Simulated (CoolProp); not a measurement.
Properties of methanol along the isotherm 457.1 K (Tc = 513.4 K, pc = 82.16 bar, ω = 0.565).

The numbers come from the reference Helmholtz-energy equation of state, de Reuck 1993 in CoolProp.

| p (bar) | phase | Z | Joule-Thomson coefficient (K/MPa) | expansivity (1/kK) | Prandtl number |
|---|---|---|---|---|---|
| 37.3 | liquid | 0.05328 | 0.2861 | 3.869 | 2.67 |
| 74.7 | liquid | 0.1039 | 0.1751 | 3.194 | 2.69 |
| 112 | liquid | 0.1527 | 0.1048 | 2.783 | 2.73 |
| 149 | liquid | 0.1997 | 0.05529 | 2.500 | 2.76 |
| 187 | liquid | 0.2469 | 0.01688 | 2.283 | 2.79 |
| 224 | liquid | 0.2920 | -0.01259 | 2.117 | 2.83 |
| 261 | liquid | 0.3363 | -0.03660 | 1.983 | 2.86 |
| 299 | liquid | 0.3812 | -0.05710 | 1.869 | 2.88 |
| 336 | liquid | 0.4243 | -0.07399 | 1.775 | 2.91 |
| 373 | liquid | 0.4669 | -0.08852 | 1.694 | 2.94 |
| 411 | liquid | 0.5101 | -0.1015 | 1.621 | 2.96 |

Viscosity comes from a separate model (Xiang 2006). Thermal conductivity comes from a separate model (Sykioti 2013).
